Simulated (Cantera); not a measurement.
# Adiabatic ignition

An adiabatic, constant-pressure homogeneous reactor starts with H2 : O2 : N2 = 1 : 1.16 : 4.37 (molar parts), at 1025 K and 10.0 bar.

Computed with Cantera and GRI-Mech 3.0 (53 species, 325 reactions). The hydrogen kinetics of GRI-Mech 3.0 are dated; newer H2 mechanisms differ, most at raised pressure.

```tsv
t (s)	T (K)	x H2	x O2	x NO	x N2O	x O	x H
6.00e-6	1025	0.153	0.178	<1e-12	<1e-12	1.14e-11	4.03e-11
1.95e-5	1025	0.153	0.178	<1e-12	<1e-12	1.20e-11	4.23e-11
6.36e-5	1025	0.153	0.178	<1e-12	<1e-12	1.40e-11	4.94e-11
0.000207	1025	0.153	0.178	<1e-12	<1e-12	2.24e-11	7.91e-11
0.000673	1025	0.153	0.178	<1e-12	<1e-12	7.71e-11	2.72e-10
0.00219	1025	0.153	0.178	<1e-12	2.37e-11	1.17e-9	4.15e-9
0.00713	1095	0.144	0.173	2.49e-12	3.18e-9	4.81e-7	1.56e-6
0.0232	2118	0.000107	0.109	0.000481	1.19e-6	0.000165	1.15e-5
0.0755	2115	0.000105	0.108	0.00187	1.18e-6	0.000161	1.12e-5
0.246	2109	0.000101	0.106	0.00478	1.16e-6	0.000153	1.05e-5
0.800	2104	9.85e-5	0.105	0.00674	1.16e-6	0.000148	1.01e-5
```
x: mole fraction; the columns are a selection and need not sum to one.

The time of steepest temperature rise comes out as 7.35 ms and the temperature at 0.800 s is 2104 K. The equilibrium temperature comes out as 2104 K and the x(H2) at 0.800 s is 9.85e-5 (gas-phase equilibrium 9.84e-5). The x(O2) at 0.800 s is 0.105 (gas-phase equilibrium 0.105) and the x(NO) at 0.800 s comes out as 0.00674 (gas-phase equilibrium 0.00684).
